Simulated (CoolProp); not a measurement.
Vapour-liquid equilibrium of ethane (1) + n-butane (2) at 236.6 K; x and y are mole fractions of (1).

Values from CoolProp's multi-fluid Helmholtz-energy mixture model, Bücker 2006 and Bücker 2006; pair parameters Kunz 2012.

Q: Give the bubble pressure and the first vapour's composition at x = 0.65, 0.8, 0.95. Is there an azeotrope?

A: x = 0.65: 555.3 kPa, y = 0.983; x = 0.8: 683.5 kPa, y = 0.991; x = 0.95: 819.7 kPa, y = 0.998. No azeotrope shows between x = 0.05 and 0.95.

Pair parameters are fitted to limited data, so mixtures are less certain than the pure fluids.
